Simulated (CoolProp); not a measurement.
Properties of tetrahydrofuran along the isotherm 409.9 K.

The numbers come from the reference Helmholtz-energy equation of state, Fiedler 2023 in CoolProp.

```tsv
p (MPa)	phase	Z	cp (kJ/(kg K))	expansivity (1/kK)	fugacity coefficient
0.0419	gas	0.9936	1.526	2.488	0.9936
0.0795	gas	0.9878	1.530	2.534	0.9879
0.151	gas	0.9765	1.538	2.624	0.9770
0.286	gas	0.9545	1.555	2.814	0.9565
0.542	gas	0.9098	1.594	3.265	0.9175
1.03	liquid	0.02913	2.208	1.861	0.5699
1.95	liquid	0.05500	2.201	1.825	0.3089
3.69	liquid	0.1036	2.189	1.762	0.1714
7	liquid	0.1947	2.170	1.660	0.09913
13.3	liquid	0.3645	2.141	1.508	0.06209
```
